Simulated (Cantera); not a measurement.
Feed: 1 mol SiCl₄, 0.27 mol NH₃, 53 mol N₂, equilibrated at 1700 °C and 460 Pa.

Cantera equilibrium calculation (NASA polynomials, part measured and part estimated; ideal gas, pure solids and liquids). Candidate condensed phases: NH₄Cl, Si, Si₃N₄; 28 gas species. The tables' values for SiCl₃, SiCl are old estimates; treat these amounts as uncertain. The numbers say what is thermodynamically allowed, not how fast it happens.

Base state: N₂ 0.947, Cl 0.0213, SiCl₂ 0.0173, HCl 0.0140, SiCl₃ 0.000424, H 0.000195, H₂ 9.65e-5, SiCl 7.71e-5 (mole fractions); condensed: gas only.

What changes in the equilibrium state with this change: temperature from 1700 °C to 902 °C?


```tsv
species	before	after
N₂	0.947	0.970
HCl	0.0140	0.0142
SiCl₄	1.25e-5	0.0141
Cl	0.0213	1.32e-6
SiCl₂	0.0173	0.000326
SiCl	7.71e-5	<1e-9
Si	2.35e-5	<1e-9
H	0.000195	3.07e-8
Si₃N₄(s), mol	0	0.0587
```
The tables' values for SiCl₃ are old estimates; treat these amounts as uncertain.
